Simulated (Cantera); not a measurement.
## Chemical vapour transport: MgO + HI + H2

Feed: 1 mol MgO, 0.69 mol HI, 0.46 mol H2, at 100000 Pa.

These are equilibrium values from Cantera (NASA tables, ideal gas, pure condensed phases), not measurements of a reactor. Candidate condensed phases: H2O, I2, Mg, MgI2, MgO, Mg(OH)2; 20 gas species. Kinetics and transport are ignored.

From 750 °C to 1100 °C the condensed part is MgO(s). The main Mg-bearing gas is MgI2 throughout. The share of Mg in condensed phases is highest at 750 °C (99.5 %) and lowest at 1100 °C (97.2 %).

```json
[
 {"T (°C)": "750", "log p HI": "-0.27", "log p H2": "-0.37", "log p I": "-1.98", "log p I2": "-1.63", "log p H2O": "-2.39", "log p MgI2": "-2.39", "n MgO(s)": "0.995"},
 {"T (°C)": "800", "log p HI": "-0.28", "log p H2": "-0.37", "log p I": "-1.79", "log p I2": "-1.62", "log p H2O": "-2.23", "log p MgI2": "-2.23", "n MgO(s)": "0.993"},
 {"T (°C)": "850", "log p HI": "-0.30", "log p H2": "-0.37", "log p I": "-1.62", "log p I2": "-1.61", "log p H2O": "-2.10", "log p MgI2": "-2.10", "n MgO(s)": "0.991"},
 {"T (°C)": "900", "log p HI": "-0.31", "log p H2": "-0.36", "log p I": "-1.47", "log p I2": "-1.62", "log p H2O": "-1.98", "log p MgI2": "-1.98", "n MgO(s)": "0.988"},
 {"T (°C)": "950", "log p HI": "-0.33", "log p H2": "-0.36", "log p I": "-1.34", "log p I2": "-1.63", "log p H2O": "-1.87", "log p MgI2": "-1.87", "n MgO(s)": "0.984"},
 {"T (°C)": "1000", "log p HI": "-0.35", "log p H2": "-0.36", "log p I": "-1.22", "log p I2": "-1.66", "log p H2O": "-1.78", "log p MgI2": "-1.78", "n MgO(s)": "0.980"},
 {"T (°C)": "1050", "log p HI": "-0.38", "log p H2": "-0.35", "log p I": "-1.12", "log p I2": "-1.69", "log p H2O": "-1.70", "log p MgI2": "-1.70", "n MgO(s)": "0.976"},
 {"T (°C)": "1100", "log p HI": "-0.41", "log p H2": "-0.35", "log p I": "-1.02", "log p I2": "-1.73", "log p H2O": "-1.63", "log p MgI2": "-1.63", "n MgO(s)": "0.972"}
]
```
log p: log10 of the partial pressure in bar; n: condensed amount in mol.
